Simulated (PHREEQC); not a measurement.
A solution holds 0.0061 mol KH2PO4, 0.00078 mol HNO3 and 3.6e-06 mol H4SiO4 per kg of water, at 75 °C. It is in equilibrium with CO2 at log p = -3.4 (atm). Otherwise closed; pH follows from the charge balance.

All values are PHREEQC results (ion-association model, wateq4f.dat), not measurements.

```
quantity                   before    after
------------------------  -------  -------
pH                           3.48     3.16
ionic strength (mol/kgw)  0.00646  0.00685
H2PO4- (mol/kgw)          0.00568  0.00529
KHPO4- (mol/kgw)          1.46e-8  6.55e-9
SI of Quartz (SiO2)         -2.09    -2.09
```

Q: Name the change that produced these shifts.
A) HNO3 left out
B) diluted 2-fold with water
C) HNO3 from 0.00078 to 0.00156 mol/kgw
D) temperature from 75 to 10 °C
E) KH2PO4 from 0.0061 to 0.00305 mol/kgw

A: C, HNO3 from 0.00078 to 0.00156 mol/kgw

Precipitation was switched off in this run. H3PO4, which wateq4f.dat lacks, is added to it with the constant of phreeqc.dat. Constants without temperature data keep their 25 °C values here.
